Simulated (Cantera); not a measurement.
Input: 1 mol CCl4, 2.6 mol F2, 0.17 mol H2, held at 3300 °C and 10.0 mbar.

Equilibrium computed with Cantera from the NASA thermochemical tables; the gas is ideal and each condensed phase is pure. Candidate condensed phases: C, C6H6, C7H8, C8H18; 118 gas species. The tables' values for CCl are old estimates; treat these amounts as uncertain. Rates play no part.

Base state: F 0.488, Cl 0.398, C 0.0519, H 0.0199, CF 0.0160, HF 0.0136, C2 0.00651, C3 0.00609 (mole fractions); condensed: gas only.

What changes in the equilibrium state with this change: F2 from 2.6 to 0.77 mol?


```csv
species,before,after
Cl,0.398,0.620
F,0.488,0.217
C,0.0519,0.0718
H,0.0199,0.0398
C3,0.00609,0.0161
C2,0.00651,0.0124
CF,0.0160,0.00985
HF,0.0136,0.0121
C5,5.39e-6,2.72e-5
H2,8.25e-6,3.28e-5
C2H,1.90e-5,7.25e-5
CF2,0.000140,3.84e-5
```
